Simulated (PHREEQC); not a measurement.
A made-up water analysis in mg/L, 25 °C, pH 8.36, pe 9.5:

| constituent | mg/L |
|---|---|
| Na | 7.09 |
| K | 12 |
| Ca | 2.45 |
| Mg | 18.7 |
| Cl | 55.8 |
| S(6) as SO4 | 9.71 |
| Alkalinity as HCO3 | 32.6 |
| Pb | 0.0881 |
| Cd | 0.126 |
| Si as SiO2 | 2.01 |
| B | 0.227 |

Valence states are taken as typed.

The numbers come from PHREEQC with the ion-association model, wateq4f.dat.

```csv
quantity,before,after
HCO3- (mol/kgw),0.000503,0.00193
SO4-2 (mol/kgw),9.03e-5,0.000308
MgSO4 (mol/kgw),9.84e-6,8.76e-5
CO3-2 (mol/kgw),6.48e-6,2.87e-5
SI of Pb(OH)2 (Pb(OH)2),+0.21,+0.25
SI of Quartz (SiO2),-0.51,+0.09
```

Problem. What was changed between the two runs?
(A) Na from 7.09 to 3.54 mg/L
(B) all concentrations times 4 at the same typed pH
(C) pH from 8.36 to 8.66 at the same alkalinity

Solution. B, all concentrations times 4 at the same typed pH

No solid was allowed to form. Some of these states are supersaturated (in Otavite, Pb(OH)2, for instance).
